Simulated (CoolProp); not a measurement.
Vapour-liquid equilibrium of CH2F2 (R32) (1) + R152A (2) at 203.3 K; x and y are mole fractions of (1).

Values from CoolProp's multi-fluid Helmholtz-energy mixture model, Tillner-Roth 1997 and Outcalt 1996; pair parameters Bell 2016.

```csv
x,"bubble pressure, mixture model (kPa)","bubble pressure, Raoult's law (kPa)","y, mixture model","y, Raoult's law"
0.05,9.330,9.165,0.211,0.199
0.125,11.67,11.32,0.417,0.402
0.2,13.94,13.47,0.552,0.541
0.275,16.16,15.62,0.647,0.641
0.35,18.33,17.77,0.719,0.717
0.425,20.47,19.92,0.776,0.777
0.5,22.57,22.07,0.822,0.825
0.575,24.65,24.22,0.860,0.864
0.65,26.72,26.37,0.892,0.897
0.725,28.78,28.52,0.920,0.925
0.8,30.84,30.67,0.945,0.950
0.875,32.91,32.82,0.967,0.971
0.95,35.00,34.97,0.988,0.989
```

The largest gap from Raoult's law is +3.5 % in bubble pressure, at x = 0.2. No azeotrope shows between x = 0.05 and 0.95.

The pair parameters rest on a limited set of measurements; away from them the model extrapolates.
